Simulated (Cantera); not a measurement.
A perfectly stirred reactor is fed with 0.671 % C2H6, 94.0 % N2, 5.37 % H2O, at 33.0 Pa; it is held at 1225 K, and followed from long to short residence time.

Model: GRI-Mech 3.0 (53 species, 325 reactions), integrated in Cantera. Radical loss at walls, strong at low pressure, is not modelled.

x: mole fraction; the columns are a selection and need not sum to one.

```
τ (s)     x C2H6      x H2    x C2H2     x CH3     x HCN       x H
-------  -------  --------  --------  --------  --------  --------
0.99     0.00578       ___   1.84e-5  0.000169  7.36e-10   9.84e-6
0.31     0.00656       ___   3.03e-7   6.41e-5  1.39e-11   3.77e-6
0.096    0.00669       ___   1.08e-9   2.15e-5    <1e-12   6.22e-7
0.030    0.00671       ___  2.91e-12   7.01e-6    <1e-12   5.63e-8
0.0092   0.00671       ___    <1e-12   2.18e-6    <1e-12   3.78e-9
0.0029   0.00671  5.58e-11    <1e-12   6.89e-7    <1e-12  2.20e-10
0.00089  0.00671  1.42e-12    <1e-12   2.12e-7    <1e-12  1.82e-11
0.00028  0.00671    <1e-12    <1e-12   6.67e-8    <1e-12  3.93e-12
```

Question: Fill in the missing entries.

Answer: 
- 0.99, x H2: 0.000740
- 0.31, x H2: 0.000100
- 0.096, x H2: 5.21e-6
- 0.030, x H2: 1.48e-7
- 0.0092, x H2: 3.04e-9
